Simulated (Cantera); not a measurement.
A perfectly stirred reactor is fed with C2H4 : H2 = 1 : 3.7 (molar parts), at 1.00 atm; it is held at 1625 K, and followed from long to short residence time.

Cantera simulation using GRI-Mech 3.0 (53 species, 325 reactions); the numbers are that mechanism's predictions, not measurements. GRI-Mech 3.0 was tuned for natural gas; its chemistry of ethylene as a main component is partial and can be far from experiment. GRI-Mech 3.0 stops at C3 and has no aromatics, soot or wall deposition, so with more carbon than oxygen in the feed, carbon stays in small species such as C2H2 where larger ones or solid carbon would form.

**Question.** What does this change do: pressure from 1.00 atm to 0.132 atm?

**Answer.** 
| quantity | before | after |
|---|---|---|
| x(C2H4) at τ = 2.70 s | 0.0104 | 0.00192 |
| x(H2) at τ = 2.70 s | 0.781 | 0.820 |
| x(C2H) at τ = 2.70 s | 4.53e-8 | 1.39e-7 |
| x(CH2) at τ = 2.70 s | 7.85e-9 | 5.25e-9 |
| x(CH4) at τ = 2.70 s | 0.0619 | 0.00590 |
| x(C2H4) at τ = 72.0 ms | 0.0145 | 0.0185 |
| x(H2) at τ = 72.0 ms | 0.805 | 0.821 |
| x(C2H) at τ = 72.0 ms | 5.56e-8 | 5.66e-8 |
| x(CH2) at τ = 72.0 ms | 4.65e-9 | 9.97e-10 |
| x(CH4) at τ = 72.0 ms | 0.0243 | 0.000838 |
